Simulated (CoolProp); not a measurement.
Model: reference Helmholtz-energy equation of state, Thol 2016, in CoolProp.

For R1234ze(E), give the phase and the cv (kJ/(kg K)), isothermal compressibility (1/MPa) at 419.8 K and 10 bar; 419.8 K and 40 bar.


- 419.8 K and 10 bar: gas; cv 0.997, isothermal compressibility 1.08
- 419.8 K and 40 bar: supercritical; cv 1.07, isothermal compressibility 0.404
